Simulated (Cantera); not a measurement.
Input: 1 mol CH2F2, 0.074 mol HCl, at 3548 K and 0.0825 Torr.

Method: chemical equilibrium by Gibbs-energy minimisation in Cantera with the NASA 1993 tables (ideal gas, pure condensed phases). Candidate condensed phases: C, C6H6, C7H8, C8H18; 118 gas species. Rates play no part.

What is the equilibrium state?


* **x(H)**: 0.402
* **x(F)**: 0.387
* **x(C)**: 0.192
* **x(Cl)**: 0.0144
* **x(HF)**: 0.00276
* **x(C2)**: 0.00113
* **x(CF)**: 0.000591
* **x(C3)**: 5.13e-5
* **x(H2)**: 4.11e-5
* **gas amount**: 5.124 mol
* **log10 activity of C(graphite) (absent)**: -2.29
